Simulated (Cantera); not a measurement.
Cantera run:

```python
import numpy as np
import cantera as ct

gas_names = """
    CL CL2 H HCL H2 N NH NH2 NH3 N2 N2H2 N2H4 Si SiCL SiCL2 SiCL3 SiCL4 SiH SiHCL3 SiH2 SiH2CL2 SiH3
    SiH3CL SiH4 SiN Si2 Si2N Si3
""".split()
cond_names = """
    NH4CL(a) NH4CL(b) Si(cr) Si(L) Si3N4(a)
""".split()


# ... load() reads the species with a 1 bar reference pressure and builds the phases ...
atoms = {
    'SiH4': {'Si': 1, 'H': 4},
    'Cl2': {'CL': 2},
    'N2': {'N': 2},
}
top_T = {'Si3N4(a)': 2400}  # K; cautious upper limits of use, not melting points


# ... equilibrate(T, P, feed) seeds the gas with the atoms and calls Mixture.equilibrate('TP', solver="vcs", rtol=1e-11, max_steps=5000) ...
results = []
T = 1573.15  # K
P = 20000  # Pa
for m in [4.7, 5.6, 6.7, 8, 9.4, 11, 13, 16, 19, 22, 27, 31, 37]:
    feed = {'SiH4': 1, 'Cl2': 0.03, 'N2': m}  # mol
    mix = equilibrate(T, P, feed)
    results.append((T, P, feed, dict(zip(mix.species_names, mix.species_moles))))

top = {s: max(r[3][s] / sum(r[3][g] for g in gas_names) for r in results) for s in gas_names}
cols = sorted((s for s in top if top[s] > 1e-05), key=lambda s: -top[s])[:5]
seen = [c for c in cond_names if any(r[3].get(c, 0) > 1e-12 for r in results)]
print("log10 of partial pressures in bar; condensed amounts in mol")
print(f"{'n(N2)':>10s}" + "".join(f"{s[:9]:>10s}" for s in cols + seen))
for T, P, feed, n in results:
    ng = sum(n[g] for g in gas_names)
    print(f"{feed['N2']:10.4g}" + "".join(f"{np.log10(max(n[s] / ng * P / 1e5, 1e-99)):10.3f}" for s in cols)
          + "".join(f"{n.get(c, 0):10.4g}" for c in seen))
```

It prints:

```
log10 of partial pressures in bar; condensed amounts in mol
     n(N2)        N2        H2       HCL         H     SiCL2  Si3N4(a)
       4.7    -0.876    -1.187    -2.705    -4.984    -5.594    0.3333
       5.6    -0.849    -1.247    -2.765    -5.014    -5.673    0.3333
       6.7    -0.825    -1.311    -2.828    -5.046    -5.752    0.3333
         8    -0.805    -1.376    -2.893    -5.078    -5.830    0.3333
       9.4    -0.790    -1.436    -2.954    -5.108    -5.901    0.3333
        11    -0.777    -1.497    -3.014    -5.138    -5.970    0.3333
        13    -0.765    -1.562    -3.079    -5.171    -6.042    0.3333
        16    -0.753    -1.644    -3.161    -5.212    -6.133    0.3333
        19    -0.745    -1.713    -3.231    -5.247    -6.208    0.3333
        22    -0.738    -1.773    -3.290    -5.277    -6.271    0.3333
        27    -0.731    -1.857    -3.375    -5.319    -6.361    0.3333
        31    -0.727    -1.915    -3.432    -5.347    -6.421    0.3333
        37    -0.723    -1.988    -3.506    -5.384    -6.497    0.3333
```

These are equilibrium values from Cantera (NASA tables, ideal gas, pure condensed phases), not measurements of a reactor.
